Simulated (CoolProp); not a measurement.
Vapour-liquid equilibrium of n-heptane (1) + toluene (2) at 0.816 MPa; x and y are mole fractions of (1).

The numbers come from the multi-fluid Helmholtz-energy mixture model, Span 2003 and Lemmon 2006; pair parameters Bell 2016 in CoolProp.

Problem. Give the bubble temperature and the first vapour's composition at x = 0.05, 0.65, 0.8. Is there an azeotrope?

Solution. x = 0.05: 476.2 K, y = 0.072; x = 0.65: 465.2 K, y = 0.683; x = 0.8: 463.9 K, y = 0.817. No azeotrope shows between x = 0.05 and 0.95.

The pair parameters rest on a limited set of measurements; away from them the model extrapolates.
